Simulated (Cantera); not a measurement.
An adiabatic, constant-volume homogeneous reactor starts with CO : H₂ : O₂ : N₂ = 1 : 0.9 : 0.679 : 2.55 (molar parts), equivalence ratio 1.4, at 1375 K and 0.809 atm.

Cantera simulation using GRI-Mech 3.0 (53 species, 325 reactions); the numbers are that mechanism's predictions, not measurements.

Predict: time of steepest temperature rise; temperature at 8.00 s; equilibrium temperature; x(CO) at 8.00 s; x(H₂) at 8.00 s; x(O₂) at 8.00 s; x(NO) at 8.00 s; x(H₂O₂) at 8.00 s; x(H₂O) at 8.00 s; x(OH) at 8.00 s.


| Quantity | Value |
|---|---|
| time of steepest temperature rise | 30.2 µs |
| temperature at 8.00 s | 2920 K |
| equilibrium temperature | 2920 K |
| x(CO) at 8.00 s | 0.133 (gas-phase equilibrium 0.133) |
| x(H₂) at 8.00 s | 0.0319 (gas-phase equilibrium 0.0319) |
| x(O₂) at 8.00 s | 0.0142 (gas-phase equilibrium 0.0142) |
| x(NO) at 8.00 s | 0.00934 (gas-phase equilibrium 0.00934) |
| x(H₂O₂) at 8.00 s | 3.22e-7 (gas-phase equilibrium 3.22e-7) |
| x(H₂O) at 8.00 s | 0.140 (gas-phase equilibrium 0.140) |
| x(OH) at 8.00 s | 0.0239 (gas-phase equilibrium 0.0239) |
